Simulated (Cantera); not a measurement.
**Equilibrium for hydrogen reduction and annealing atmospheres: CuO + H2 + H2O**

Input: 1 mol CuO, 67 mol H2, 0.11 mol H2O, equilibrated at 748 K and 100 Torr.

Cantera equilibrium calculation (NASA polynomials, part measured and part estimated; ideal gas, pure solids and liquids). Candidate condensed phases: Cu, CuO, Cu(OH)2, Cu2O, H2O; 12 gas species. Equilibrium is a limit: real reactors are often held back by kinetics, nucleation or transport.

```
Quantity                                  Result
-------------------------------------  ---------
x(H2)                                      0.983
x(H2O)                                    0.0165
n(Cu(s))                                1.00 mol
gas amount                             67.11 mol
log10 activity of Cu(OH)2(s) (absent)     -15.14
```
